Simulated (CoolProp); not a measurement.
Model: reference Helmholtz-energy equation of state, Thol 2015, in CoolProp.

Question: For octamethylcyclotetrasiloxane (D4), give the phase and the Z, cp (kJ/(kg K)), speed of sound (m/s), expansivity (1/kK) at 330.65 °C and 3.67 MPa; 330.65 °C and 4.9 MPa; 330.65 °C and 8.57 MPa.

Answer: 
- 330.65 °C and 3.67 MPa: supercritical; Z 0.404, cp 2.37, speed of sound 190, expansivity 4.22
- 330.65 °C and 4.9 MPa: supercritical; Z 0.509, cp 2.31, speed of sound 234, expansivity 3.10
- 330.65 °C and 8.57 MPa: supercritical; Z 0.815, cp 2.25, speed of sound 324, expansivity 1.99
